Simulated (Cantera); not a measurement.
Feed: 1 mol Ti(OiPr)4, 0.63 mol C3H8, 3.7 mol H2O, equilibrated at 133 Pa.

Cantera equilibrium calculation (NASA polynomials, part measured and part estimated; ideal gas, pure solids and liquids). Candidate condensed phases: C, C6H6, C7H8, C8H18, H2O, Ti, TiC, TiO, TiO2, Ti2O3, Ti3O5, Ti4O7; 113 gas species. The feed counts by its element totals alone. TiC: taken at fixed stoichiometry. Equilibrium is a limit: real reactors are often held back by kinetics, nucleation or transport.

**Question.** At 2023 K, list the 4 most abundant gas species with their mole fractions, and the condensed phases.

**Answer.** H2 0.686, CO 0.270, H 0.0431, C2H2 (acetylene) 0.000613. Condensed: C(graphite) + TiC(s).
